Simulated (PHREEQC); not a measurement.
A solution holds 0.0017 mol/kgw CdCl2, 0.14 mol/kgw H3BO3 and 0.00018 mol/kgw MnSO4, at 5 °C. Closed to the air; pH follows from the charge balance.

Equilibrium calculation in PHREEQC: ion-association model, phreeqc.dat.

This is a speciation only: nothing precipitates in the calculation.

Q: Order these Cl species by the share of Cl that they hold, largest first: CdCl+, Cl-, CdCl2.

A: Cl- (91 %), CdCl+ (8.4 %), CdCl2 (0.17 %)

Q: Order these S species by the share of S that they hold, largest first: CdSO4, SO4-2, MnSO4.

A: SO4-2 (83 %), CdSO4 (16 %), MnSO4 (0.97 %)

The pH is 5.13 and the ionic strength 0.00513 mol/kgw. Complexes and solids missing from the database can't appear. Constants without temperature data keep their 25 °C values here.
